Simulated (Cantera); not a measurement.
Input: 1 mol Si₃H₈, 54 mol N₂, 0.15 mol HCl, equilibrated at 330 Pa.

These are equilibrium values from Cantera (NASA tables, ideal gas, pure condensed phases), not measurements of a reactor. Candidate condensed phases: NH₄Cl, Si, Si₃N₄; 28 gas species. The feed counts by its element totals alone. N₂ is the only nitrogen source here; it is nearly inert below about 1500 K, so the nitride shown seldom forms there in practice. The tables' values for SiCl, SiN are old estimates; treat these amounts as uncertain. Rates play no part.

x: gas mole fraction; n: condensed amount in mol.

```json
[
 {"T (K)": "1098", "x N₂": "0.926", "x H₂": "0.0712", "x HCl": "0.00267", "x H": "1.15e-7", "x Si": "<1e-12", "x SiCl₂": "8.95e-9", "n Si₃N₄(s)": "1.00", "n Si(l)": "0"},
 {"T (K)": "1173", "x N₂": "0.926", "x H₂": "0.0712", "x HCl": "0.00267", "x H": "5.48e-7", "x Si": "<1e-12", "x SiCl₂": "5.70e-8", "n Si₃N₄(s)": "1.000", "n Si(l)": "0"},
 {"T (K)": "1248", "x N₂": "0.926", "x H₂": "0.0712", "x HCl": "0.00267", "x H": "(withheld)", "x Si": "(withheld)", "x SiCl₂": "(withheld)", "n Si₃N₄(s)": "1.000", "n Si(l)": "0"},
 {"T (K)": "1323", "x N₂": "0.926", "x H₂": "0.0712", "x HCl": "0.00267", "x H": "7.37e-6", "x Si": "1.19e-10", "x SiCl₂": "1.21e-6", "n Si₃N₄(s)": "1.000", "n Si(l)": "0"},
 {"T (K)": "1398", "x N₂": "0.926", "x H₂": "0.0712", "x HCl": "0.00266", "x H": "2.20e-5", "x Si": "3.49e-9", "x SiCl₂": "4.33e-6", "n Si₃N₄(s)": "1.000", "n Si(l)": "0"},
 {"T (K)": "1473", "x N₂": "0.926", "x H₂": "0.0712", "x HCl": "0.00264", "x H": "5.88e-5", "x Si": "7.19e-8", "x SiCl₂": "1.34e-5", "n Si₃N₄(s)": "1.000", "n Si(l)": "0"},
 {"T (K)": "1548", "x N₂": "0.926", "x H₂": "0.0712", "x HCl": "0.00259", "x H": "(withheld)", "x Si": "(withheld)", "x SiCl₂": "(withheld)", "n Si₃N₄(s)": "0.999", "n Si(l)": "0"},
 {"T (K)": "1623", "x N₂": "0.926", "x H₂": "0.0711", "x HCl": "0.00249", "x H": "0.000321", "x Si": "1.31e-5", "x SiCl₂": "8.41e-5", "n Si₃N₄(s)": "0.998", "n Si(l)": "0"},
 {"T (K)": "1698", "x N₂": "0.926", "x H₂": "0.0710", "x HCl": "0.00231", "x H": "0.000671", "x Si": "0.000124", "x SiCl₂": "0.000168", "n Si₃N₄(s)": "0.994", "n Si(l)": "0"},
 {"T (K)": "1773", "x N₂": "0.927", "x H₂": "0.0683", "x HCl": "0.00210", "x H": "0.00129", "x Si": "0.000646", "x SiCl₂": "0.000208", "n Si₃N₄(s)": "0", "n Si(l)": "2.94"}
]
```

Problem. What belongs in the gaps?

Solution. 
- 1248, x H: 2.17e-6
- 1248, x Si: 2.70e-12
- 1248, x SiCl₂: 2.89e-7
- 1548, x H: 0.000143
- 1548, x Si: 1.10e-6
- 1548, x SiCl₂: 3.60e-5
